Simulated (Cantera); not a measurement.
Input: 1 mol HMDSO, 0.27 mol CO2, at 1648.15 K and 1000 Pa.

Cantera equilibrium calculation (NASA polynomials, part measured and part estimated; ideal gas, pure solids and liquids). Candidate condensed phases: C, C6H6, C7H8, C8H18, H2O, Si, SiC, SiO2; 123 gas species. The feed counts by its element totals alone. Equilibrium is a limit: real reactors are often held back by kinetics, nucleation or transport.

Problem. What is the equilibrium state?

Solution. 
| Item | Result |
|---|---|
| x(H2) | 0.853 |
| x(CO) | 0.146 |
| x(H) | 0.000824 |
| x(SiO) | 0.000501 |
| x(C2H2 (acetylene)) | 3.82e-5 |
| x(CH4) | 9.74e-6 |
| n(C(graphite)) | 2.74 mol |
| n(SiC(s)) | 1.99 mol |
| gas amount | 10.54 mol |
| log10 activity of Si(s) (absent) | -1.91 |
